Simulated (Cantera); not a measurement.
An isothermal, constant-pressure homogeneous reactor starts with C2H6 : N2 = 1 : 13 (molar parts), at 1800 K and 20.0 Torr.

Detailed kinetics in Cantera: GRI-Mech 3.0 (53 species, 325 reactions). GRI-Mech 3.0 stops at C3 and has no aromatics, soot or wall deposition, so with more carbon than oxygen in the feed, carbon stays in small species such as C2H2 where larger ones or solid carbon would form. Radical loss at walls, strong at low pressure, is not modelled.

Task: Predict: x(C2H2) at 10.0 s; x(C2H) at 10.0 s; x(C2H4) at 10.0 s; x(CH4) at 10.0 s.

Result: 
| Property | Result |
|---|---|
| x(C2H2) at 10.0 s | 0.0624 (gas-phase equilibrium 0.0222) |
| x(C2H) at 10.0 s | 3.42e-6 (gas-phase equilibrium 1.21e-6) |
| x(C2H4) at 10.0 s | 4.81e-6 (gas-phase equilibrium 1.71e-6) |
| x(CH4) at 10.0 s | 2.23e-5 (gas-phase equilibrium 1.01e-5) |
